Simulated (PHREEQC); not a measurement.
# Buffer

Consider water at 25 °C with 0.012 mol KHCO3, 0.00016 mol KOH and 0.03 mol KCl per kg of water. Closed to the air; pH follows from the charge balance.

The numbers come from PHREEQC with the Pitzer model, pitzer.dat.

```yaml
pH: 8.40
ionic_strength: 0.0424 mol/kgw
specific_conductance: 5220 µS/cm
osmotic_coefficient: 0.943
total_alkalinity: 12.2 meq/kg
```

```json
[
 {"species": "K+", "molality": "0.0422", "activity": "0.0348", "log γ": "-0.083"},
 {"species": "Cl-", "molality": "0.0300", "activity": "0.0248", "log γ": "-0.083"},
 {"species": "HCO3-", "molality": "0.0117", "activity": "0.00966", "log γ": "-0.082"},
 {"species": "CO3-2", "molality": "0.000242", "activity": "0.000110", "log γ": "-0.341"},
 {"species": "CO2", "molality": "8.48e-5", "activity": "8.52e-5", "log γ": "0.002"},
 {"species": "OH-", "molality": "3.02e-6", "activity": "2.52e-6", "log γ": "-0.079"},
 {"species": "H+", "molality": "4.83e-9", "activity": "4.01e-9", "log γ": "-0.080"}
]
```

Precipitation was switched off in this run.
